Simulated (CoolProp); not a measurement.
Properties of ammonia along the isobar 51.8 MPa (Tc = 405.6 K, pc = 11.36 MPa, ω = 0.256).

Values from CoolProp's reference Helmholtz-energy equation of state, Gao 2020.

```json
[
 {"T (K)": "238.2", "phase": "liquid", "Z": "0.6306", "cv (kJ/(kg K))": "2.950", "viscosity (µPa s)": "322", "Prandtl number": "1.89", "fugacity coefficient": "[?]"},
 {"T (K)": "265.2", "phase": "liquid", "Z": "0.5906", "cv (kJ/(kg K))": "[?]", "viscosity (µPa s)": "232", "Prandtl number": "1.54", "fugacity coefficient": "0.01050"},
 {"T (K)": "292.2", "phase": "liquid", "Z": "0.5609", "cv (kJ/(kg K))": "2.819", "viscosity (µPa s)": "177", "Prandtl number": "1.34", "fugacity coefficient": "0.02564"},
 {"T (K)": "319.2", "phase": "liquid", "Z": "0.5395", "cv (kJ/(kg K))": "2.773", "viscosity (µPa s)": "140", "Prandtl number": "1.21", "fugacity coefficient": "0.05187"},
 {"T (K)": "346.1", "phase": "liquid", "Z": "0.5254", "cv (kJ/(kg K))": "2.736", "viscosity (µPa s)": "[?]", "Prandtl number": "1.13", "fugacity coefficient": "0.09091"},
 {"T (K)": "373.1", "phase": "liquid", "Z": "0.5183", "cv (kJ/(kg K))": "[?]", "viscosity (µPa s)": "93.7", "Prandtl number": "1.08", "fugacity coefficient": "0.1432"},
 {"T (K)": "400.1", "phase": "liquid", "Z": "0.5183", "cv (kJ/(kg K))": "2.672", "viscosity (µPa s)": "78.1", "Prandtl number": "1.05", "fugacity coefficient": "0.2071"},
 {"T (K)": "427.1", "phase": "supercritical", "Z": "[?]", "cv (kJ/(kg K))": "2.645", "viscosity (µPa s)": "65.8", "Prandtl number": "1.04", "fugacity coefficient": "0.2797"},
 {"T (K)": "454.1", "phase": "supercritical", "Z": "0.5439", "cv (kJ/(kg K))": "2.623", "viscosity (µPa s)": "56.2", "Prandtl number": "1.07", "fugacity coefficient": "0.3572"},
 {"T (K)": "481.1", "phase": "supercritical", "Z": "0.5723", "cv (kJ/(kg K))": "2.602", "viscosity (µPa s)": "48.6", "Prandtl number": "1.10", "fugacity coefficient": "[?]"},
 {"T (K)": "508", "phase": "supercritical", "Z": "0.6114", "cv (kJ/(kg K))": "2.582", "viscosity (µPa s)": "42.8", "Prandtl number": "1.12", "fugacity coefficient": "0.5106"},
 {"T (K)": "535", "phase": "supercritical", "Z": "0.6583", "cv (kJ/(kg K))": "2.563", "viscosity (µPa s)": "38.6", "Prandtl number": "1.10", "fugacity coefficient": "0.5804"},
 {"T (K)": "562", "phase": "supercritical", "Z": "0.7076", "cv (kJ/(kg K))": "[?]", "viscosity (µPa s)": "35.7", "Prandtl number": "1.07", "fugacity coefficient": "0.6432"}
]
```

Q: Complete the blanks.

A: 
- 238.2, fugacity coefficient: 0.003326
- 265.2, cv (kJ/(kg K)): 2.880
- 346.1, viscosity (µPa s): 114
- 373.1, cv (kJ/(kg K)): 2.702
- 427.1, Z: 0.5264
- 481.1, fugacity coefficient: 0.4355
- 562, cv (kJ/(kg K)): 2.549

Viscosity comes from a separate model (Fenghour 1995). Thermal conductivity comes from a separate model (Tufeu 1984).
